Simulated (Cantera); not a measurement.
Input (Python, Cantera) and output of one run.

```python
import numpy as np
import cantera as ct

gas_names = """
    F FO FO2 F2 F2O Mg MgF MgF2 MgN MgO Mg2 Mg2F4 N NF NF2 NF3 NO NO2 NO3 N2 N2O O O2 O3
""".split()
cond_names = """
    Mg(cr) Mg(L) MgF2(s) MgF2(L) MgO(s) MgO(L)
""".split()


# ... load() reads the species with a 1 bar reference pressure and builds the phases ...
atoms = {
    'MgO': {'Mg': 1, 'O': 1},
    'F2': {'F': 2},
    'N2': {'N': 2},
}
top_T = {}  # K; cautious upper limits of use, not melting points


# ... equilibrate(T, P, feed) seeds the gas with the atoms and calls Mixture.equilibrate('TP', solver="vcs", rtol=1e-11, max_steps=5000) ...
results = []
feed = {'MgO': 1, 'F2': 0.7, 'N2': 0.35}  # mol
P = 1333.22  # Pa
for T in [1025, 1075, 1125, 1175, 1225, 1275, 1325, 1375, 1425, 1475, 1525, 1575]:
    mix = equilibrate(T, P, feed)
    results.append((T, P, feed, dict(zip(mix.species_names, mix.species_moles))))

top = {s: max(r[3][s] / sum(r[3][g] for g in gas_names) for r in results) for s in gas_names}
cols = sorted((s for s in top if top[s] > 0.0001), key=lambda s: -top[s])[:9]
seen = [c for c in cond_names if any(r[3].get(c, 0) > 1e-12 for r in results)]
print("log10 of partial pressures in bar; condensed amounts in mol")
print(f"{'T/K':>10s}" + "".join(f"{s[:9]:>10s}" for s in cols + seen))
for T, P, feed, n in results:
    ng = sum(n[g] for g in gas_names)
    print(f"{T:10.4g}" + "".join(f"{np.log10(max(n[s] / ng * P / 1e5, 1e-99)):10.3f}" for s in cols)
          + "".join(f"{n.get(c, 0):10.4g}" for c in seen))
```

Result:

```
log10 of partial pressures in bar; condensed amounts in mol
       T/K        N2        O2      MgF2        NO   MgF2(s)   MgF2(L)    MgO(s)
      1025    -2.176    -2.176   -10.348    -6.174       0.7         0       0.3
      1075    -2.176    -2.176    -9.443    -5.957       0.7         0       0.3
      1125    -2.176    -2.176    -8.621    -5.760       0.7         0       0.3
      1175    -2.176    -2.176    -7.871    -5.579       0.7         0       0.3
      1225    -2.176    -2.176    -7.185    -5.413       0.7         0       0.3
      1275    -2.176    -2.176    -6.554    -5.260       0.7         0       0.3
      1325    -2.176    -2.176    -5.973    -5.119    0.6999         0       0.3
      1375    -2.177    -2.177    -5.436    -4.988    0.6998         0       0.3
      1425    -2.177    -2.177    -4.939    -4.866    0.6994         0       0.3
      1475    -2.178    -2.178    -4.477    -4.754    0.6982         0       0.3
      1525    -2.180    -2.180    -4.046    -4.649    0.6952         0       0.3
      1575    -2.184    -2.184    -3.694    -4.554         0    0.6892       0.3
```

Cantera equilibrium calculation (NASA polynomials, part measured and part estimated; ideal gas, pure solids and liquids). Mutual solubility and eutectic melting of coexisting phases are not modelled.
